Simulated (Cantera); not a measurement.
Charge: 1 mol borazine, 0.79 mol N2, 110 mol H2, held at 2375 K and 100000 Pa.

These are equilibrium values from Cantera (NASA tables, ideal gas, pure condensed phases), not measurements of a reactor. Candidate condensed phases: B, BN; 15 gas species. The feed counts by its element totals alone. Mutual solubility and eutectic melting of coexisting phases are not modelled. The tables' values for BH2 are old estimates; treat these amounts as uncertain. Gases not in the tables: B2H6 and higher boranes. Kinetics and transport are ignored.

Base state: H2 0.970, H 0.0139, N2 0.0138, BH2 0.00268, BH3 7.46e-5, B 2.45e-5, BH 1.73e-5 (mole fractions); condensed: B(l) + BN(s).

Q: What changes in the equilibrium state with this change: temperature from 2375 K to 1100 K?

A: 
```json
[
 {"species": "H2", "before": "0.970", "after": "0.993"},
 {"species": "N2", "before": "0.0138", "after": "0.00693"},
 {"species": "NH3", "before": "1.33e-6", "after": "2.62e-5"},
 {"species": "H", "before": "0.0139", "after": "2.58e-8"},
 {"species": "BH2", "before": "0.00268", "after": "<1e-9"},
 {"species": "BH3", "before": "7.46e-5", "after": "<1e-9"},
 {"species": "B", "before": "2.45e-5", "after": "<1e-9"},
 {"species": "BH", "before": "1.73e-5", "after": "<1e-9"},
 {"species": "B(l), mol", "before": "1.27", "after": "0"},
 {"species": "BN(s), mol", "before": "1.40", "after": "3.00"}
]
```
